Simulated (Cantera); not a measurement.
Charge: 1 mol B2H6, 7.2 mol O2, 2.2 mol N2, held at 39.0 mbar.

These are equilibrium values from Cantera (NASA tables, ideal gas, pure condensed phases), not measurements of a reactor. Candidate condensed phases: B, BN, B2O3, B3O3H3, H2O; 39 gas species. The feed counts by its element totals alone. Gases not in the tables: H3BO3. Rates play no part.

x: gas mole fraction; n: condensed amount in mol.

| T (K) | x O2 | x H2O | x N2 | x HBO2 | x OH | x BO2 | x O | x B2O3 | x NO | n B2O3(l) |
|---|---|---|---|---|---|---|---|---|---|---|
| 1273 | 0.445 | 0.315 | 0.233 | 0.00627 | 3.67e-5 | 9.26e-7 | 3.63e-7 | 2.23e-6 | 0.000262 | 0.966 |
| 1373 | 0.442 | 0.306 | 0.232 | [?] | [?] | [?] | [?] | [?] | [?] | 0.903 |
| 1473 | 0.435 | 0.285 | 0.228 | 0.0514 | 0.000280 | 6.26e-5 | 9.32e-6 | 0.000317 | 0.000827 | 0.747 |
| 1573 | 0.420 | 0.244 | 0.220 | 0.112 | 0.000599 | 0.000338 | 3.43e-5 | 0.00230 | 0.00128 | 0.414 |
| 1673 | 0.402 | 0.201 | 0.210 | 0.174 | 0.00113 | 0.00120 | 0.000107 | 0.00852 | 0.00187 | 0 |
| 1773 | 0.401 | 0.202 | 0.210 | 0.170 | 0.00220 | 0.00225 | 0.000301 | 0.00997 | 0.00270 | 0 |
| 1873 | 0.399 | 0.203 | 0.209 | 0.165 | 0.00397 | 0.00391 | 0.000756 | 0.0113 | 0.00374 | 0 |
| 1973 | 0.396 | 0.203 | 0.208 | 0.160 | 0.00673 | 0.00639 | 0.00173 | 0.0126 | 0.00501 | 0 |
| 2073 | 0.391 | 0.203 | 0.207 | 0.154 | [?] | [?] | [?] | 0.0136 | [?] | 0 |
| 2173 | 0.384 | 0.201 | 0.205 | 0.147 | 0.0166 | 0.0145 | 0.00714 | 0.0144 | 0.00818 | 0 |
| 2273 | 0.375 | 0.197 | 0.202 | 0.138 | 0.0242 | 0.0204 | 0.0131 | 0.0148 | 0.0100 | 0 |
| 2373 | 0.362 | 0.190 | 0.198 | 0.128 | 0.0339 | 0.0274 | 0.0228 | 0.0149 | 0.0120 | 0 |

Task: What belongs in the gaps?

Result: 
- 2073, x OH: 0.0108
- 2073, x BO2: 0.00988
- 2073, x O: 0.00364
- 2073, x NO: 0.00650
- 1373, x HBO2: 0.0197
- 1373, x OH: 0.000111
- 1373, x BO2: 8.93e-6
- 1373, x O: 2.08e-6
- 1373, x B2O3: 3.21e-5
- 1373, x NO: 0.000488
